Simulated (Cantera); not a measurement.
Input: 1 mol SiC, 0.083 mol N₂, at 2350 K and 0.680 bar.

Equilibrium computed with Cantera from the NASA thermochemical tables; the gas is ideal and each condensed phase is pure. Candidate condensed phases: C, Si, SiC, Si₃N₄; 20 gas species. The tables' values for SiN are old estimates; treat these amounts as uncertain. Kinetics and transport are ignored.

Question: What is the equilibrium state?

Answer: x(N₂): 0.999
x(Si): 0.000348
x(SiC₂): 5.68e-5
x(SiN): 3.68e-5
x(CN): 3.32e-5
x(Si₂C): 3.29e-5
x(C₂N₂): 2.98e-5
x(Si₂N): 5.96e-6
x(Si₂): 1.21e-6
n(SiC(s)): 1.000 mol
gas amount: 0.08304 mol
log10 activity of Si(l) (absent): -0.78
